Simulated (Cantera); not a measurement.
Cantera with NASA thermochemical tables; ideal gases at 1 bar, condensed phases pure. Values are per mole of reaction as written; species without (g) are pure solids or liquids, kept so even where they would boil at 1 bar.

2 BCl3(g) + 2 B2O3(g) ⇌ 3 B2O2(g) + 6 Cl(g), with ΔH° = 1837.6 kJ and ΔS° = 571.3 J/K at 300 K.

How far is the shortcut ΔG° ≈ ΔH°(300 K) − T·ΔS°(300 K) from the full temperature-dependent value at 750, 825, 900, 975, 1050, 1125 K?


| T (K) | shortcut (kJ) | full (kJ) | difference (kJ) | difference in log10 K |
|---|---|---|---|---|
| 750 | 1409.1 | 1400.6 | 8.5 | -0.59 |
| 825 | 1366.3 | 1355.4 | 10.8 | -0.69 |
| 900 | 1323.4 | 1310.2 | 13.3 | -0.77 |
| 975 | 1280.6 | 1264.7 | 15.8 | -0.85 |
| 1050 | 1237.7 | 1219.2 | 18.5 | -0.92 |
| 1125 | 1194.9 | 1173.7 | 21.2 | -0.98 |
The shortcut ignores the heat-capacity change of the reaction.
